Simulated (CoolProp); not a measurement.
Vapour pressure (bar) of R1234ze(Z): the reference equation beside estimates from Tc = 423.3 K, pc = 35.31 bar, ω = 0.327. Clausius-Clapeyron is anchored at 301.8 K with a constant enthalpy of vaporisation of 23.26 kJ/mol.

Computed with CoolProp (reference Helmholtz-energy equation of state, Akasaka 2019).

| T (K) | reference | Lee-Kesler | Clausius-Clapeyron | van der Waals | Redlich-Kwong | Soave-Redlich-Kwong |
|---|---|---|---|---|---|---|
| 301.8 | 2.010 | 2.016 | 2.010 | 7.770 | 3.600 | 2.014 |
| 313.7 | 2.949 | 2.971 | 2.857 | 9.412 | 4.910 | 2.971 |
| 325.7 | 4.205 | 4.247 | 3.968 | 11.28 | 6.541 | 4.254 |
| 337.6 | 5.820 | 5.880 | 5.371 | 13.35 | 8.499 | 5.906 |
| 349.5 | 7.866 | 7.942 | 7.122 | 15.64 | 10.83 | 8.001 |
| 361.4 | 10.41 | 10.50 | 9.270 | 18.17 | 13.56 | 10.61 |
| 373.4 | 13.57 | 13.65 | 11.89 | 20.96 | 16.75 | 13.83 |
| 385.3 | 17.37 | 17.44 | 14.98 | 23.98 | 20.37 | 17.68 |
| 397.2 | 21.92 | 21.99 | 18.62 | 27.24 | 24.48 | 22.27 |

Absolute difference from the reference over all 9 rows, mean and median: Lee-Kesler 0.7 and 0.7 %, Clausius-Clapeyron 8.7 and 9.5 %, van der Waals 121.5 and 98.8 %, Redlich-Kwong 40.8 and 37.7 %, Soave-Redlich-Kwong 1.4 and 1.6 %.
